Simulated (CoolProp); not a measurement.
Aqueous ethylene glycol as a coolant, at 22 °C, 1 atm.

Values from CoolProp's Melinder's fits for secondary coolants.

```json
[
 {"mass %": "2.5", "freezing point (°C)": "-0.8", "Prandtl number": "7.10", "density (kg/m³)": "[?]", "conductivity (W/(m K))": "0.591", "viscosity (mPa s)": "1.01"},
 {"mass %": "9.9", "freezing point (°C)": "-3.3", "Prandtl number": "8.78", "density (kg/m³)": "1010", "conductivity (W/(m K))": "0.556", "viscosity (mPa s)": "1.21"},
 {"mass %": "17.3", "freezing point (°C)": "-6.5", "Prandtl number": "[?]", "density (kg/m³)": "1020", "conductivity (W/(m K))": "0.522", "viscosity (mPa s)": "[?]"},
 {"mass %": "24.7", "freezing point (°C)": "-10.8", "Prandtl number": "13.9", "density (kg/m³)": "1030", "conductivity (W/(m K))": "[?]", "viscosity (mPa s)": "1.78"},
 {"mass %": "32.1", "freezing point (°C)": "[?]", "Prandtl number": "17.3", "density (kg/m³)": "1040", "conductivity (W/(m K))": "0.458", "viscosity (mPa s)": "2.16"},
 {"mass %": "39.5", "freezing point (°C)": "-23.3", "Prandtl number": "21.6", "density (kg/m³)": "1050", "conductivity (W/(m K))": "0.429", "viscosity (mPa s)": "2.62"},
 {"mass %": "46.9", "freezing point (°C)": "-31.9", "Prandtl number": "26.9", "density (kg/m³)": "1060", "conductivity (W/(m K))": "0.401", "viscosity (mPa s)": "[?]"},
 {"mass %": "54.3", "freezing point (°C)": "[?]", "Prandtl number": "33.5", "density (kg/m³)": "1069", "conductivity (W/(m K))": "0.376", "viscosity (mPa s)": "3.89"}
]
```

Q: What belongs in the gaps?

A: 
- 2.5, density (kg/m³): 1000
- 17.3, Prandtl number: 11.1
- 17.3, viscosity (mPa s): 1.46
- 24.7, conductivity (W/(m K)): 0.489
- 32.1, freezing point (°C): -16.3
- 46.9, viscosity (mPa s): 3.18
- 54.3, freezing point (°C): -42.2
